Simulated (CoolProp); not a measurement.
Saturation properties of R143a (Tc = 72.7 °C, pc = 37.62 bar, ω = 0.261).

Values from CoolProp's reference Helmholtz-energy equation of state, Lemmon and Jacobsen 2000.

```tsv
T (°C)	p (bar)	vapour density (kg/m³)	liquid cp (kJ/(kg K))	surface tension (mN/m)	liquid viscosity (µPa s)	vapour viscosity (µPa s)
-37.65	1.563	7.178	1.352	12.9	199	8.83
-30.75	2.085	9.436	1.373	11.9	187	9.07
-23.75	2.742	12.27	1.396	10.9	176	9.32
-16.85	3.534	15.68	1.421	9.92	165	9.56
-9.85	4.505	19.88	1.449	8.96	155	9.83
-2.95	5.647	24.87	1.481	8.03	146	10.1
4.05	7.016	30.97	1.517	7.12	137	10.4
10.95	8.595	38.18	1.558	6.23	128	10.8
17.95	10.45	46.97	1.607	5.36	120	11.1
```

It boils at -47.2 °C under 1 atm.

Viscosity comes from a separate model (Klein 1997), an estimate that may be off by 10 % or more. Surface tension comes from a separate correlation (Mulero 2014).
